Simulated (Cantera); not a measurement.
## Premixed flame

A freely propagating, adiabatic, planar premixed flame of 5.19 % CH₄, 0.353 % C₂H₆, 4.31 % C₃H₈, 23.7 % O₂, 66.5 % N₂, equivalence ratio 1.4, unburnt at 350 K and 1000000 Pa; mixture-averaged transport, grid criteria slope 0.08 and curve 0.16, no radiation.

Computed with Cantera and GRI-Mech 3.0 (53 species, 325 reactions). GRI-Mech 3.0 was tuned for natural gas; its chemistry of propane as a main component is partial and can be far from experiment. Burning velocities carry a grid error of a few per cent, more on coarse grids.

| z (mm) | T (K) | u (m/s) | x CH₄ | x C₂H₆ | x C₃H₈ | x H₂O | x C₂H₂ | x OH |
|---|---|---|---|---|---|---|---|---|
| -0.192 | 350 | 0.279 | 0.0518 | 0.00352 | 0.0430 | 2.06e-5 | 2.65e-8 | <1e-8 |
| -0.128 | 352 | 0.281 | 0.0515 | 0.00351 | 0.0429 | 0.000350 | 8.37e-7 | <1e-8 |
| -0.0962 | 366 | 0.294 | 0.0508 | 0.00349 | 0.0426 | 0.00232 | 9.23e-6 | <1e-8 |
| -0.0641 | 489 | 0.400 | 0.0475 | 0.00340 | 0.0413 | 0.0178 | 0.000141 | 2.45e-8 |
| -0.0321 | 1053 | 0.901 | 0.0352 | 0.00308 | 0.0279 | 0.0797 | 0.00129 | 4.02e-6 |
| -0.0160 | 1523 | 1.35 | 0.0245 | 0.00232 | 0.00902 | 0.128 | 0.00284 | 6.65e-5 |
| 0 | 1950 | 1.77 | 0.0113 | 0.000373 | 0.000144 | 0.171 | 0.00489 | 0.000523 |
| 0.0160 | 2169 | 1.98 | 0.00372 | 2.16e-5 | 7.61e-8 | 0.190 | 0.00365 | 0.00108 |
| 0.0321 | 2252 | 2.05 | 0.00146 | 2.75e-6 | <1e-8 | 0.194 | 0.00204 | 0.00120 |
| 0.0641 | 2300 | 2.09 | 0.000468 | 1.94e-7 | <1e-8 | 0.194 | 0.000826 | 0.000960 |
| 0.128 | 2317 | 2.10 | 0.000154 | 1.22e-8 | <1e-8 | 0.192 | 0.000278 | 0.000639 |
| 0.256 | 2321 | 2.11 | 4.12e-5 | <1e-8 | <1e-8 | 0.191 | 6.64e-5 | 0.000482 |
| 0.513 | 2322 | 2.11 | 4.89e-6 | <1e-8 | <1e-8 | 0.191 | 6.93e-6 | 0.000441 |
x: mole fraction of selected species; z is measured from the peak of heat release.

The laminar burning velocity is 27.8 cm/s, the thermal thickness is 0.0641 mm and the peak x(C₂H₂) comes out as 0.00494. The peak x(OH) is 0.00121. The grid points is 145.
